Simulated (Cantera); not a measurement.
Charge: 1 mol Al(CH₃)₃, a varied amount of NH₃, 46 mol N₂, at 1925 °C and 49.0 mbar.

Cantera equilibrium calculation (NASA polynomials, part measured and part estimated; ideal gas, pure solids and liquids). Candidate condensed phases: Al, AlN, C, C₆H₆, C₇H₈, C₈H₁₈; 97 gas species. The feed counts by its element totals alone. Rates play no part.

x: gas mole fraction; n: condensed amount in mol.

```csv
n(NH₃) (mol),x N₂,x H₂,x H,x Al,x HCN,n C(graphite)
1.6,0.847,0.116,0.00856,0.0179,0.00938,2.41
2.5,0.827,…,0.00924,0.0174,0.01000,2.35
3.7,0.803,0.158,0.0100,0.0166,0.0107,2.27
5.6,0.768,0.192,0.0110,0.0156,0.0115,2.15
8.4,0.724,0.235,0.0122,0.0143,0.0124,2.00
13,0.666,0.293,0.0136,0.0125,0.0132,1.77
19,0.608,0.350,0.0149,0.0108,0.0138,1.49
29,…,…,0.0163,…,0.0142,…
43,0.479,0.480,0.0174,0.00701,0.0143,0.510
65,0.422,0.539,0.0185,0.00530,0.0130,0
98,0.375,0.591,0.0193,0.00388,0.00977,0
```

Complete the blanks.


- 2.5, x H₂: 0.135
- 29, x N₂: 0.540
- 29, x H₂: 0.418
- 29, x Al: 0.00882
- 29, n C(graphite): 1.07
